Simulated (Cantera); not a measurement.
An adiabatic, constant-volume homogeneous reactor starts with CH4 : O2 : N2 = 1 : 0.909 : 3.42 (molar parts), equivalence ratio 2.2, at 1800 K and 1.01 bar. Integrator tolerance rtol = 1e-08.

Computed with Cantera and GRI-Mech 3.0 (53 species, 325 reactions).

**Question.** What does this change do: initial temperature 1800 to 1173 K?

**Answer.** 
| quantity | before | after |
|---|---|---|
| time of steepest temperature rise | 0.119 ms | 97.7 ms |
| temperature at 1.00 s | 2832 K | 2429 K |
| equilibrium temperature | 2832 K | 2429 K |
| x(CH4) at 1.00 s | 3.00e-11 (gas-phase equilibrium 3.36e-11) | 2.57e-10 (gas-phase equilibrium 2.90e-10) |
| x(O2) at 1.00 s | 0.000109 (gas-phase equilibrium 0.000109) | 2.34e-6 (gas-phase equilibrium 2.34e-6) |
| x(CO2) at 1.00 s | 0.0118 (gas-phase equilibrium 0.0118) | 0.0137 (gas-phase equilibrium 0.0137) |
| x(CH3) at 1.00 s | 7.63e-11 (gas-phase equilibrium 8.54e-11) | 1.22e-10 (gas-phase equilibrium 1.38e-10) |
| x(CH2) at 1.00 s | 2.19e-11 (gas-phase equilibrium 2.33e-11) | 5.12e-12 (gas-phase equilibrium 5.71e-12) |
| x(H) at 1.00 s | 0.0282 (gas-phase equilibrium 0.0282) | 0.00510 (gas-phase equilibrium 0.00510) |
| x(C2H4) at 1.00 s | <1e-12 (gas-phase equilibrium <1e-12) | <1e-12 (gas-phase equilibrium <1e-12) |

**Question.** What does this change do: initial temperature 1800 to 1600 K?

**Answer.** 
```
quantity                                                              before                                      after
---------------------------------  -----------------------------------------  -----------------------------------------
time of steepest temperature rise                                   0.119 ms                                   0.569 ms
temperature at 1.00 s                                                 2832 K                                     2722 K
equilibrium temperature                                               2832 K                                     2722 K
x(CH4) at 1.00 s                   3.00e-11 (gas-phase equilibrium 3.36e-11)  5.22e-11 (gas-phase equilibrium 5.84e-11)
x(O2) at 1.00 s                    0.000109 (gas-phase equilibrium 0.000109)    4.28e-5 (gas-phase equilibrium 4.28e-5)
x(CO2) at 1.00 s                       0.0118 (gas-phase equilibrium 0.0118)      0.0123 (gas-phase equilibrium 0.0123)
x(CH3) at 1.00 s                   7.63e-11 (gas-phase equilibrium 8.54e-11)  8.77e-11 (gas-phase equilibrium 9.81e-11)
x(CH2) at 1.00 s                   2.19e-11 (gas-phase equilibrium 2.33e-11)  1.55e-11 (gas-phase equilibrium 1.68e-11)
x(H) at 1.00 s                         0.0282 (gas-phase equilibrium 0.0282)      0.0186 (gas-phase equilibrium 0.0186)
x(C2H4) at 1.00 s                      <1e-12 (gas-phase equilibrium <1e-12)      <1e-12 (gas-phase equilibrium <1e-12)
```

**Question.** What does this change do: pressure from 1.01 bar to 10.0 bar?

**Answer.** 
| quantity | before | after |
|---|---|---|
| time of steepest temperature rise | 0.119 ms | 18.4 µs |
| temperature at 1.00 s | 2832 K | 2964 K |
| equilibrium temperature | 2832 K | 2964 K |
| x(CH4) at 1.00 s | 3.00e-11 (gas-phase equilibrium 3.36e-11) | 2.31e-9 (gas-phase equilibrium 2.58e-9) |
| x(O2) at 1.00 s | 0.000109 (gas-phase equilibrium 0.000109) | 2.77e-5 (gas-phase equilibrium 2.77e-5) |
| x(CO2) at 1.00 s | 0.0118 (gas-phase equilibrium 0.0118) | 0.0115 (gas-phase equilibrium 0.0115) |
| x(CH3) at 1.00 s | 7.63e-11 (gas-phase equilibrium 8.54e-11) | 2.69e-9 (gas-phase equilibrium 3.00e-9) |
| x(CH2) at 1.00 s | 2.19e-11 (gas-phase equilibrium 2.33e-11) | 3.65e-10 (gas-phase equilibrium 3.99e-10) |
| x(H) at 1.00 s | 0.0282 (gas-phase equilibrium 0.0282) | 0.0138 (gas-phase equilibrium 0.0138) |
| x(C2H4) at 1.00 s | <1e-12 (gas-phase equilibrium <1e-12) | <1e-12 (gas-phase equilibrium <1e-12) |
